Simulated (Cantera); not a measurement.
Source: NASA polynomial tables (part measured, part estimated), evaluated in Cantera. Values are per mole of reaction as written; species without (g) are pure solids or liquids, kept so even where they would boil at 1 bar.

H2O(g) + 2 Cr2N ⇌ N2O(g) + 2 H(g) + 4 Cr

```json
[
 {"T (K)": "498", "ΔH° (kJ)": "1011.6", "ΔS° (J/K)": "228.2", "ΔG° (kJ)": "898.0", "log10 K": "-94.18"},
 {"T (K)": "598", "ΔH° (kJ)": "1012.1", "ΔS° (J/K)": "229.1", "ΔG° (kJ)": "875.1", "log10 K": "-76.44"},
 {"T (K)": "698", "ΔH° (kJ)": "___", "ΔS° (J/K)": "___", "ΔG° (kJ)": "___", "log10 K": "___"},
 {"T (K)": "798", "ΔH° (kJ)": "1013.0", "ΔS° (J/K)": "230.4", "ΔG° (kJ)": "829.1", "log10 K": "-54.27"},
 {"T (K)": "898", "ΔH° (kJ)": "___", "ΔS° (J/K)": "___", "ΔG° (kJ)": "___", "log10 K": "___"},
 {"T (K)": "998", "ΔH° (kJ)": "1013.5", "ΔS° (J/K)": "231.0", "ΔG° (kJ)": "783.0", "log10 K": "-40.98"},
 {"T (K)": "1098", "ΔH° (kJ)": "1013.7", "ΔS° (J/K)": "231.2", "ΔG° (kJ)": "759.9", "log10 K": "-36.15"},
 {"T (K)": "1198", "ΔH° (kJ)": "1014.0", "ΔS° (J/K)": "231.4", "ΔG° (kJ)": "736.7", "log10 K": "-32.12"},
 {"T (K)": "1298", "ΔH° (kJ)": "1014.4", "ΔS° (J/K)": "231.7", "ΔG° (kJ)": "713.6", "log10 K": "-28.72"},
 {"T (K)": "1398", "ΔH° (kJ)": "1015.0", "ΔS° (J/K)": "232.2", "ΔG° (kJ)": "690.4", "log10 K": "-25.80"}
]
```

Q: Some entries are withheld; supply them.

A: 
- 698, ΔH° (kJ): 1012.6
- 698, ΔS° (J/K): 229.9
- 698, ΔG° (kJ): 852.1
- 698, log10 K: -63.77
- 898, ΔH° (kJ): 1013.3
- 898, ΔS° (J/K): 230.8
- 898, ΔG° (kJ): 806.1
- 898, log10 K: -46.89
